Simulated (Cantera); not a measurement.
Feed: 1 mol Si₃N₄, 0.023 mol H₂O, 1.5 mol N₂, at 0.180 Pa.

These are equilibrium values from Cantera (NASA tables, ideal gas, pure condensed phases), not measurements of a reactor. Candidate condensed phases: H₂O, Si, SiO₂, Si₂N₂O, Si₃N₄; 35 gas species. Mutual solubility and eutectic melting of coexisting phases are not modelled. Rates play no part.

What share of the Si ends up in condensed phases as a function of T (K), at 1123, 1223, 1323, 1423, 1523, 1623, 1723, 1823, 1923?


```tsv
T (K)	Si condensed (%)	as
1123	100.0	Si₂N₂O(s) + Si₃N₄(s)
1223	100.0	Si₂N₂O(s) + Si₃N₄(s)
1323	99.9	Si₂N₂O(s) + Si₃N₄(s)
1423	99.1	Si(s)
1523	98.0	Si(s)
1623	87.8	Si(s)
1723	0.0	-
1823	0.0	-
1923	0.0	-
```
